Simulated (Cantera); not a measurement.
A closed system holds: 1 mol Si3N4, 0.0022 mol O2, 390 mol H2, held at 1 atm.

Cantera equilibrium calculation (NASA polynomials, part measured and part estimated; ideal gas, pure solids and liquids). Candidate condensed phases: H2O, Si, SiO2, Si2N2O, Si3N4; 35 gas species. Mutual solubility and eutectic melting of coexisting phases are not modelled. Gases not in the tables: Si2H6 and higher silanes. Kinetics and transport are ignored.

Problem. Which condensed phases are stable at each of these points (T (K)): 1198, 1248, 1298, 1348, 1398, 1448, 1498, 1548, 1598, 1648, 1698?

Solution. 
```json
[
 {"T (K)": "1198", "condensed phases": "Si2N2O(s) + Si3N4(s)", "Si condensed (%)": "100.0"},
 {"T (K)": "1248", "condensed phases": "Si2N2O(s) + Si3N4(s)", "Si condensed (%)": "100.0"},
 {"T (K)": "1298", "condensed phases": "Si2N2O(s) + Si3N4(s)", "Si condensed (%)": "100.0"},
 {"T (K)": "1348", "condensed phases": "Si2N2O(s) + Si3N4(s)", "Si condensed (%)": "100.0"},
 {"T (K)": "1398", "condensed phases": "Si(s) + Si2N2O(s) + Si3N4(s)", "Si condensed (%)": "100.0"},
 {"T (K)": "1448", "condensed phases": "Si(s) + Si2N2O(s) + Si3N4(s)", "Si condensed (%)": "100.0"},
 {"T (K)": "1498", "condensed phases": "Si(s) + Si2N2O(s) + Si3N4(s)", "Si condensed (%)": "100.0"},
 {"T (K)": "1548", "condensed phases": "Si(s) + Si2N2O(s) + Si3N4(s)", "Si condensed (%)": "99.9"},
 {"T (K)": "1598", "condensed phases": "Si(s) + Si2N2O(s) + Si3N4(s)", "Si condensed (%)": "99.8"},
 {"T (K)": "1648", "condensed phases": "Si(s) + Si3N4(s)", "Si condensed (%)": "99.7"},
 {"T (K)": "1698", "condensed phases": "Si(l) + Si3N4(s)", "Si condensed (%)": "99.6"}
]
```

From 1198 K to 1348 K the condensed part is Si2N2O(s) + Si3N4(s). From 1398 K to 1598 K the condensed part is Si(s) + Si2N2O(s) + Si3N4(s). At 1648 K the condensed part is Si(s) + Si3N4(s). At 1698 K the condensed part is Si(l) + Si3N4(s).
